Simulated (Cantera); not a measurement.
What does this Cantera script print?

```python
import numpy as np
import cantera as ct

gas = ct.Solution("gri30.yaml")
gas.TPX = 475, 190000, {'CH3OH': 1, 'O2': 1.07, 'N2': 4.03}
flame = ct.FreeFlame(gas, width=0.026)
flame.set_refine_criteria(ratio=3, slope=0.08, curve=0.16)
flame.transport_model = "mixture-averaged"
flame.solve(loglevel=0, auto=True)
z, T = flame.grid, flame.T
thick = (T[-1] - T[0]) / np.gradient(T, z).max()
show = ['CH3OH', 'O2', 'N2O', 'CH4', 'CH2', 'HO2']
print(f"laminar burning velocity  {flame.velocity[0] * 100:.3f} cm/s")
print(f"burnt temperature         {T[-1]:.1f} K")
print(f"thermal thickness         {thick * 1e3:.4f} mm")
print(f"grid points               {len(z)}")
z0 = z[flame.heat_release_rate.argmax()]
print(f"{'z/mm':>9s}{'T/K':>9s}{'u/(m/s)':>9s}" + "".join(f"{s:>11s}" for s in show))
rows = []
for k in (-3, -2, -1.5, -1, -0.5, -0.25, 0, 0.25, 0.5, 1, 2, 4, 8):
    zz = z0 + k * thick
    rows.append([k * thick, np.interp(zz, z, T), np.interp(zz, z, flame.velocity),
                 *(np.interp(zz, z, flame.X[gas.species_index(s)]) for s in show)])
    print(f"{rows[-1][0] * 1e3:9.3f}{rows[-1][1]:9.1f}{rows[-1][2]:9.3f}" + "".join(f"{x:11.3e}" for x in rows[-1][3:]))
```

Result:

```
laminar burning velocity  91.022 cm/s
burnt temperature         2146.8 K
thermal thickness         0.1407 mm
grid points               147
     z/mm      T/K  u/(m/s)      CH3OH         O2        N2O        CH4        CH2        HO2
   -0.422    475.4    0.915  1.632e-01  1.746e-01  1.393e-12  1.613e-07  2.475e-27  3.748e-07
   -0.281    478.5    0.927  1.621e-01  1.732e-01  1.644e-11  1.214e-06  5.159e-24  3.164e-06
   -0.211    492.0    0.961  1.601e-01  1.708e-01  1.178e-10  5.511e-06  1.483e-20  1.640e-05
   -0.141    574.4    1.144  1.525e-01  1.619e-01  1.178e-09  3.080e-05  3.417e-16  1.168e-04
   -0.070    951.9    1.987  1.125e-01  1.263e-01  1.084e-08  1.558e-04  1.410e-10  9.404e-04
   -0.035   1319.9    2.864  6.257e-02  8.932e-02  2.594e-08  2.933e-04  2.495e-07  2.515e-03
    0.000   1693.2    3.817  1.023e-02  5.031e-02  4.721e-08  4.196e-04  1.405e-05  1.768e-03
    0.035   1838.2    4.177  1.787e-04  2.666e-02  5.205e-08  2.147e-04  7.537e-06  7.223e-05
    0.070   1888.9    4.278  9.390e-07  1.328e-02  4.872e-08  4.426e-05  1.226e-06  1.266e-05
    0.141   1944.9    4.376  7.568e-09  4.356e-03  3.911e-08  1.129e-06  4.318e-08  4.358e-06
    0.281   2001.2    4.475  1.806e-11  1.820e-03  2.982e-08  2.538e-09  1.356e-10  1.972e-06
    0.563   2054.4    4.578  3.535e-14  9.308e-04  2.251e-08  1.105e-12  1.265e-13  1.024e-06
    1.126   2096.8    4.661  2.849e-14  3.967e-04  1.562e-08  6.350e-13  6.348e-14  4.324e-07
```

Model: GRI-Mech 3.0 (53 species, 325 reactions), integrated in Cantera. GRI-Mech 3.0 was tuned for natural gas; its chemistry of methanol as a main component is partial and can be far from experiment. Burning velocities carry a grid error of a few per cent, more on coarse grids.
